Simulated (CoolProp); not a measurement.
Vapour-liquid equilibrium of propane (1) + n-pentane (2) at 216.3 K; x and y are mole fractions of (1).

Values from CoolProp's multi-fluid Helmholtz-energy mixture model, Lemmon 2009 and Thol 2019; pair parameters Kunz 2012.

Problem. Give the bubble pressure and the first vapour's composition at x = 0.275, 0.425, 0.95. Is there an azeotrope?

Solution. x = 0.275: 0.1774 bar, y = 0.965; x = 0.425: 0.2480 bar, y = 0.979; x = 0.95: 0.4785 bar, y = 0.999. No azeotrope shows between x = 0.05 and 0.95.

Pair parameters are fitted to limited data, so mixtures are less certain than the pure fluids.
